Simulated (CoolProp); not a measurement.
Vapour-liquid equilibrium of n-heptane (1) + toluene (2) at 0.00797 MPa; x and y are mole fractions of (1).

Model: multi-fluid Helmholtz-energy mixture model, Span 2003 and Lemmon 2006; pair parameters Bell 2016, in CoolProp.

| x | bubble temperature, mixture model (K) | bubble temperature, Raoult's law (K) | y, mixture model | y, Raoult's law |
|---|---|---|---|---|
| 0.05 | 311.9 | 312.8 | 0.110 | 0.076 |
| 0.125 | 310.2 | 311.9 | 0.237 | 0.183 |
| 0.2 | 308.9 | 311.0 | 0.335 | 0.282 |
| 0.275 | 307.9 | 310.2 | 0.415 | 0.373 |
| 0.35 | 307.1 | 309.4 | 0.484 | 0.458 |
| 0.425 | 306.4 | 308.7 | 0.546 | 0.538 |
| 0.5 | 305.8 | 308.0 | 0.604 | 0.612 |
| 0.575 | 305.3 | 307.3 | 0.660 | 0.681 |
| 0.65 | 304.9 | 306.6 | 0.716 | 0.746 |
| 0.725 | 304.6 | 305.9 | 0.773 | 0.807 |
| 0.8 | 304.2 | 305.3 | 0.831 | 0.864 |
| 0.875 | 304.0 | 304.7 | 0.892 | 0.917 |
| 0.95 | 303.8 | 304.1 | 0.956 | 0.968 |

The largest gap from Raoult's law is -2.3 K in bubble temperature, at x = 0.35. No azeotrope shows between x = 0.05 and 0.95.

Pair parameters are fitted to limited data, so mixtures are less certain than the pure fluids.
